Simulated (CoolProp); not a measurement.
A single-stage vapour-compression cycle with sulfur dioxide: evaporating at 250.15 K (dew point), condensing at 281.15 K (bubble point), superheat 5 K, subcooling 5 K, compressor efficiency 0.6, no pressure losses. Each further row changes one setting.

Values from CoolProp's reference Helmholtz-energy equation of state, Gao 2016.

```tsv
case	cooling COP	pressure ratio	discharge temperature (K)	refrigerating effect (kJ/kg)	volumetric capacity (kJ/m³)
as stated	4.31	3.90	389.7	368	619
evaporating temperature 255.15 K	5.36	3.05	[?]	371	785
condensing temperature 276.15 K	5.24	[?]	368.9	375	631
subcooling 10 K	[?]	3.90	389.7	375	631
superheat 15 K	[?]	3.90	403.8	375	605
compressor efficiency 0.5	3.59	3.90	[?]	368	619
```

Some entries are withheld; supply them.


- evaporating temperature 255.15 K, discharge temperature (K): 369.9
- condensing temperature 276.15 K, pressure ratio: 3.21
- subcooling 10 K, cooling COP: 4.39
- superheat 15 K, cooling COP: 4.22
- compressor efficiency 0.5, discharge temperature (K): 414.4
